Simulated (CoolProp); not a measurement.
Vapour-liquid equilibrium of R125 (1) + dimethyl ether (2) at -12.85 °C; x and y are mole fractions of (1).

The numbers come from the multi-fluid Helmholtz-energy mixture model, Lemmon 2005 and Wu 2011; pair parameters Bell 2016 in CoolProp.

```json
[
 {"x": "0.05", "bubble pressure, mixture model (bar)": "1.702", "bubble pressure, Raoult's law (bar)": "1.793", "y, mixture model": "0.074", "y, Raoult's law": "0.122"},
 {"x": "0.2", "bubble pressure, mixture model (bar)": "1.867", "bubble pressure, Raoult's law (bar)": "2.200", "y, mixture model": "0.294", "y, Raoult's law": "0.397"},
 {"x": "0.35", "bubble pressure, mixture model (bar)": "2.107", "bubble pressure, Raoult's law (bar)": "2.607", "y, mixture model": "0.506", "y, Raoult's law": "0.587"},
 {"x": "0.5", "bubble pressure, mixture model (bar)": "2.453", "bubble pressure, Raoult's law (bar)": "3.014", "y, mixture model": "0.693", "y, Raoult's law": "0.725"},
 {"x": "0.65", "bubble pressure, mixture model (bar)": "2.928", "bubble pressure, Raoult's law (bar)": "3.421", "y, mixture model": "0.837", "y, Raoult's law": "0.830"},
 {"x": "0.8", "bubble pressure, mixture model (bar)": "3.520", "bubble pressure, Raoult's law (bar)": "3.828", "y, mixture model": "0.934", "y, Raoult's law": "0.913"},
 {"x": "0.95", "bubble pressure, mixture model (bar)": "4.164", "bubble pressure, Raoult's law (bar)": "4.235", "y, mixture model": "0.989", "y, Raoult's law": "0.980"}
]
```

The largest gap from Raoult's law is -19.2 % in bubble pressure, at x = 0.35. No azeotrope shows between x = 0.05 and 0.95.

Pair parameters are fitted to limited data, so mixtures are less certain than the pure fluids.
